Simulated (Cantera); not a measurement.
**Premixed flame**

A freely propagating, adiabatic, planar premixed flame of 7.11 % CH4, 0.590 % C2H6, 24.3 % O2, 68.0 % N2, equivalence ratio 0.67, unburnt at 350 K and 0.280 bar; mixture-averaged transport, grid criteria slope 0.08 and curve 0.16, no radiation.

Cantera simulation using GRI-Mech 3.0 (53 species, 325 reactions); the numbers are that mechanism's predictions, not measurements. Burning velocities carry a grid error of a few per cent, more on coarse grids.

| z (mm) | T (K) | u (m/s) | x CH4 | x C2H6 | x O2 | x C2H | x HO2 | x H2O |
|---|---|---|---|---|---|---|---|---|
| -3.29 | 350 | 0.680 | 0.0710 | 0.00590 | 0.243 | <1e-8 | 2.06e-8 | 5.87e-6 |
| -2.19 | 351 | 0.682 | 0.0709 | 0.00589 | 0.243 | <1e-8 | 3.46e-7 | 8.41e-5 |
| -1.64 | 354 | 0.688 | 0.0707 | 0.00588 | 0.242 | <1e-8 | 2.21e-6 | 0.000473 |
| -1.10 | 388 | 0.758 | 0.0689 | 0.00582 | 0.240 | <1e-8 | 2.69e-5 | 0.00461 |
| -0.548 | 741 | 1.47 | 0.0525 | 0.00460 | 0.213 | <1e-8 | 0.000113 | 0.0412 |
| -0.274 | 1141 | 2.28 | 0.0314 | 0.00225 | 0.175 | <1e-8 | 0.000158 | 0.0807 |
| 0 | 1522 | 3.07 | 0.00914 | 0.000184 | 0.130 | 1.75e-8 | 0.000180 | 0.120 |
| 0.274 | 1683 | 3.39 | 0.000980 | 1.10e-6 | 0.103 | 1.24e-8 | 3.73e-5 | 0.137 |
| 0.548 | 1727 | 3.47 | 5.89e-5 | <1e-8 | 0.0930 | <1e-8 | 9.62e-6 | 0.141 |
| 1.10 | 1774 | 3.55 | 2.29e-7 | <1e-8 | 0.0869 | <1e-8 | 6.79e-6 | 0.141 |
| 2.19 | 1837 | 3.65 | <1e-8 | <1e-8 | 0.0837 | <1e-8 | 5.45e-6 | 0.142 |
| 4.39 | 1910 | 3.78 | <1e-8 | <1e-8 | 0.0820 | <1e-8 | 3.93e-6 | 0.146 |
| 8.77 | 1982 | 3.90 | <1e-8 | <1e-8 | 0.0808 | <1e-8 | 2.61e-6 | 0.150 |
x: mole fraction of selected species; z is measured from the peak of heat release.

The laminar burning velocity comes out as 68.0 cm/s and the thermal thickness comes out as 1.10 mm. The peak x(C2H) is 2.59e-8 and the peak x(HO2) is 0.000210. The grid points is 143.
